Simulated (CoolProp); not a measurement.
Values from CoolProp's reference Helmholtz-energy equation of state, Lemmon 2006. It is a short technical equation, of lower accuracy than the large ones.

Q: For R141b, give the phase and the density (kg/m³), expansivity (1/kK), fugacity coefficient at 226.85 °C and 8.42 MPa; 226.85 °C and 16.8 MPa; 226.85 °C and 29.5 MPa.

A: 
- 226.85 °C and 8.42 MPa: supercritical; density 712, expansivity 7.52, fugacity coefficient 0.474
- 226.85 °C and 16.8 MPa: supercritical; density 857, expansivity 2.97, fugacity coefficient 0.320
- 226.85 °C and 29.5 MPa: supercritical; density 948, expansivity 1.90, fugacity coefficient 0.270
